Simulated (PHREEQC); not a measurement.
Dissolve 0.051 mol NaH2PO4 and 6.3e-05 mol HNO3 per kg of water at 25 °C. Closed to the air; pH follows from the charge balance.

The numbers come from PHREEQC with the ion-association model, phreeqc.dat.

Precipitation was switched off in this run.

Question: What pH, density does the model give?

Answer: pH 4.48; density 1.002 g/cm³.

Complexes and solids missing from the database can't appear.
